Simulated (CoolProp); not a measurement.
Values from CoolProp's reference Helmholtz-energy equation of state, Gao 2016.

### Question
For sulfur dioxide, give the phase and the cp (kJ/(kg K)), speed of sound (m/s) at 251.85 °C and 0.252 MPa.

### Answer
- 251.85 °C and 0.252 MPa: gas; cp 0.743, speed of sound 287
